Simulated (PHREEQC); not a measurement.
Consider water at 20 °C with 0.00071 mol/kgw HNO3, 0.00014 mol/kgw FeCl3 and 0.00051 mol/kgw MgCl2. It is in equilibrium with CO2 at log p = -3.4 (atm). Otherwise closed; pH follows from the charge balance.

Model: ion-association model, phreeqc.dat, run in PHREEQC.

| Quantity | Result |
|---|---|
| pH | 3.09 |
| ionic strength | 0.00281 mol/kgw |
| total alkalinity | -0.990 meq/kg |

```tsv
species	molality	activity	log γ
Cl-	0.00144	0.00136	-0.025
H+	0.000856	0.000811	-0.023
NO3-	0.000710	0.000669	-0.026
Mg+2	0.000510	0.000407	-0.097
FeOH+2	9.22e-5	7.35e-5	-0.099
Fe(OH)2+	2.62e-5	2.47e-5	-0.025
Fe+3	2.01e-5	1.24e-5	-0.209
CO2	1.56e-5	1.56e-5	0.000
FeCl+2	5.46e-7	4.35e-7	-0.099
Fe2(OH)2+4	4.51e-7	1.79e-7	-0.401
HCO3-	8.44e-9	7.98e-9	-0.025
Fe3(OH)4+5	6.26e-9	1.48e-9	-0.626
FeCl2+	3.28e-9	3.10e-9	-0.025
```

Precipitation was switched off in this run. Saturation is exceeded, for instance for Hematite (slow to form), Goethite (slow to form); the values hold only as long as no solid forms. Species that the database lacks are ignored.
